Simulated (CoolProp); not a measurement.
A closed Brayton cycle with carbon dioxide: compressor inlet 332.15 K and 7.7 MPa, high pressure 16.2 MPa, turbine inlet 970 K, compressor efficiency 0.85, turbine efficiency 0.93, recuperator effectiveness 0.8 (on enthalpy, no pinch check). Each further row changes one setting.

The numbers come from the reference Helmholtz-energy equation of state, Span 1996 in CoolProp.

```csv
case,thermal efficiency (%),net work (kJ/kg),compressor to turbine work,compressor exit (K),turbine exit (K)
as stated,28.5,80.8,0.34,398.7,867.5
turbine inlet 920 K,27.9,74.2,___,398.7,821.2
compressor inlet 342.15 K,28.0,___,0.37,411.5,867.5
high pressure 13.8 MPa,25.3,65.3,0.33,383.9,889.1
recuperator effectiveness 0.5,___,80.8,0.34,398.7,867.5
```

**Question.** What belongs in the gaps?

**Answer.** 
- turbine inlet 920 K, compressor to turbine work: 0.36
- compressor inlet 342.15 K, net work (kJ/kg): 77.0
- recuperator effectiveness 0.5, thermal efficiency (%): 18.1
